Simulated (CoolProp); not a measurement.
Properties of R404A along the isobar 1.01 bar.

Computed with CoolProp (reference Helmholtz-energy equation of state, Lemmon 2003). It is a pseudo-pure fit of the blend.

```csv
T (K),phase,density (kg/m³),cp (kJ/(kg K)),speed of sound (m/s),conductivity (mW/(m K)),fugacity coefficient
323.2,gas,3.715,0.9180,172.6,(withheld),0.9876
330.3,gas,3.632,0.9296,174.5,(withheld),0.9885
337.5,gas,3.551,0.9413,176.4,(withheld),0.9894
344.7,gas,3.474,0.9530,(withheld),(withheld),0.9901
351.9,gas,3.401,0.9645,180.1,(withheld),0.9908
359.1,gas,3.330,0.9760,181.9,17.9,0.9914
366.2,gas,3.264,0.9873,183.6,18.4,0.9920
373.4,gas,3.199,0.9985,185.4,19.0,0.9926
380.6,gas,3.137,1.010,187.2,19.5,0.9930
387.8,gas,3.077,1.021,188.9,20.0,0.9935
394.9,gas,3.021,1.031,190.6,20.5,0.9939
402.1,gas,2.966,1.042,192.3,21.1,0.9943
409.3,gas,2.912,1.053,(withheld),21.6,0.9947
416.5,gas,2.861,1.063,195.6,22.1,0.9950
```

**Question.** What belongs in the gaps?

**Answer.** 
- 323.2, conductivity (mW/(m K)): 15.3
- 330.3, conductivity (mW/(m K)): 15.8
- 337.5, conductivity (mW/(m K)): 16.3
- 344.7, speed of sound (m/s): 178.2
- 344.7, conductivity (mW/(m K)): 16.9
- 351.9, conductivity (mW/(m K)): 17.4
- 409.3, speed of sound (m/s): 194.0

Thermal conductivity comes from a separate model (Geller 2001).
